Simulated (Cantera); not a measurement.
Feed: 1 mol LiOH, 2.8 mol H2, 2 mol O2, at 1873 K and 0.250 bar.

Cantera equilibrium calculation (NASA polynomials, part measured and part estimated; ideal gas, pure solids and liquids). Candidate condensed phases: H2O, Li, LiH, LiOH, Li2O; 17 gas species. The numbers say what is thermodynamically allowed, not how fast it happens.

Base state: H2O 0.634, LiOH 0.225, O2 0.136, OH 0.00336, Li2O 0.000384, H2 0.000357, Li2(OH)2 0.000315, O 0.000174 (mole fractions); condensed: gas only.

Q: What changes in the equilibrium state with this change: H2 from 2.8 to 0.051 mol?

A: 
```tsv
species	before	after
O2	0.136	0.680
LiOH	0.225	0.246
H2O	0.634	0.0658
Li2O2	1.88e-5	0.000485
H2	0.000357	1.65e-5
Li2O	0.000384	0.00441
LiO	7.43e-5	0.000377
Li2O(l), mol	0	0.127
```
